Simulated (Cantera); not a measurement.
An adiabatic, constant-pressure homogeneous reactor starts with CH₄ : C₂H₆ : O₂ : N₂ = 1 : 0.072 : 5 : 18.8 (molar parts), equivalence ratio 0.45, at 1800 K and 1000000 Pa.

Cantera simulation using GRI-Mech 3.0 (53 species, 325 reactions); the numbers are that mechanism's predictions, not measurements.

Q: Predict: time of steepest temperature rise; temperature at 5.00 s; equilibrium temperature; x(O₂) at 5.00 s; x(O) at 5.00 s; x(CO) at 5.00 s.

A: 
| Property | Value |
|---|---|
| time of steepest temperature rise | 7.41 µs |
| temperature at 5.00 s | 2612 K |
| equilibrium temperature | 2612 K |
| x(O₂) at 5.00 s | 0.0989 (gas-phase equilibrium 0.0989) |
| x(O) at 5.00 s | 0.00246 (gas-phase equilibrium 0.00246) |
| x(CO) at 5.00 s | 0.00282 (gas-phase equilibrium 0.00282) |
